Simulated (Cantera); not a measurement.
## CH3SiCl3 + C2H2 + H2 (silicon carbide growth)

Input: 1 mol CH3SiCl3, 0.024 mol C2H2, a varied amount of H2, equilibrated at 1050 K and 0.330 bar.

Cantera equilibrium calculation (NASA polynomials, part measured and part estimated; ideal gas, pure solids and liquids). Candidate condensed phases: C, C6H6, C7H8, C8H18, Si, SiC; 109 gas species. The feed counts by its element totals alone. The tables' values for SiCl3 are old estimates; treat these amounts as uncertain. Rates play no part.

From 78 mol H2 to 540 mol H2 the condensed part is SiC(s). The main Si-bearing gas is SiCl4 at 78 mol H2 and SiHCl3 at 540 mol H2. The share of Si in condensed phases is highest at 540 mol H2 (96.4 %) and lowest at 78 mol H2 (85.8 %).

| n(H2) (mol) | x H2 | x HCl | x CH4 | x SiCl4 | x SiHCl3 | x SiCl3 | x SiH2Cl2 | x SiCl2 | n SiC(s) |
|---|---|---|---|---|---|---|---|---|---|
| 78 | 0.965 | 0.0306 | 0.00235 | 0.00129 | 0.000421 | 2.39e-5 | 1.57e-5 | 8.06e-6 | 0.858 |
| 130 | 0.978 | 0.0199 | 0.00112 | 0.000478 | 0.000244 | 1.38e-5 | 1.42e-5 | 7.21e-6 | 0.899 |
| 180 | 0.984 | 0.0149 | 0.000698 | 0.000241 | 0.000166 | 9.32e-6 | 1.30e-5 | 6.53e-6 | 0.920 |
| 230 | 0.987 | 0.0119 | 0.000492 | 0.000140 | 0.000121 | 6.79e-6 | 1.18e-5 | 5.95e-6 | 0.933 |
| 280 | 0.990 | 0.00992 | 0.000373 | 8.92e-5 | 9.24e-5 | 5.19e-6 | 1.09e-5 | 5.46e-6 | 0.942 |
| 340 | 0.991 | 0.00827 | 0.000286 | 5.63e-5 | 7.01e-5 | 3.93e-6 | 9.94e-6 | 4.97e-6 | 0.950 |
| 390 | 0.992 | 0.00726 | 0.000237 | 4.03e-5 | 5.72e-5 | 3.21e-6 | 9.25e-6 | 4.62e-6 | 0.955 |
| 440 | 0.993 | 0.00648 | 0.000202 | 2.99e-5 | 4.76e-5 | 2.67e-6 | 8.65e-6 | 4.31e-6 | 0.959 |
| 490 | 0.994 | 0.00584 | 0.000175 | 2.28e-5 | 4.03e-5 | 2.26e-6 | 8.11e-6 | 4.05e-6 | 0.962 |
| 540 | 0.994 | 0.00532 | 0.000155 | 1.78e-5 | 3.46e-5 | 1.94e-6 | 7.64e-6 | 3.81e-6 | 0.964 |
x: gas mole fraction; n: condensed amount in mol.
